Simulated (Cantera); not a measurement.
A freely propagating, adiabatic, planar premixed flame of H2 : O2 : N2 : H2O = 1 : 0.521 : 1.96 : 0.06 (molar parts), unburnt at 300 K and 0.133 bar; mixture-averaged transport, grid criteria slope 0.08 and curve 0.16, no radiation.

Computed with Cantera and the H2/O2 subset of GRI-Mech 3.0, which has no nitrogen chemistry. Burning velocities carry a grid error of a few per cent, more on coarse grids.

Task: Predict: laminar burning velocity; thermal thickness; peak x(O); peak x(H); peak x(HO2).

Result: 
- laminar burning velocity: 188 cm/s
- thermal thickness: 4.85 mm
- peak x(O): 0.0115
- peak x(H): 0.0634
- peak x(HO2): 0.000150
